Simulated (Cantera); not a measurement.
A perfectly stirred reactor is fed with N2O : N2 = 1 : 0.42 (molar parts), at 27000 Pa; it is held at 1375 K, and followed from long to short residence time.

Computed with Cantera and GRI-Mech 3.0 (53 species, 325 reactions). GRI-Mech 3.0 was tuned for natural gas; its chemistry of N2O as a main component is partial and can be far from experiment. The mechanism lacks the step 2 NO + O2 → 2 NO2, which can matter for NO2 below about 1400 K. The temperature is held fixed by assumption; the heat of reaction is taken as removed at once.

### Question
Predict: x(N2O) at τ = 0.360 s; x(NO2) at τ = 0.360 s; x(O2) at τ = 0.360 s; x(NO) at τ = 0.360 s; x(N2) at τ = 0.360 s; x(N2O) at τ = 24.0 ms; x(NO2) at τ = 24.0 ms; x(O2) at τ = 24.0 ms; x(NO) at τ = 24.0 ms; x(N2) at τ = 24.0 ms.

### Answer
```
Quantity                  Value
---------------------  --------
x(N2O) at τ = 0.360 s     0.297
x(NO2) at τ = 0.360 s  0.000117
x(O2) at τ = 0.360 s      0.124
x(NO) at τ = 0.360 s     0.0528
x(N2) at τ = 0.360 s      0.526
x(N2O) at τ = 24.0 ms     0.643
x(NO2) at τ = 24.0 ms   1.50e-5
x(O2) at τ = 24.0 ms     0.0185
x(NO) at τ = 24.0 ms    0.00832
x(N2) at τ = 24.0 ms      0.330
```
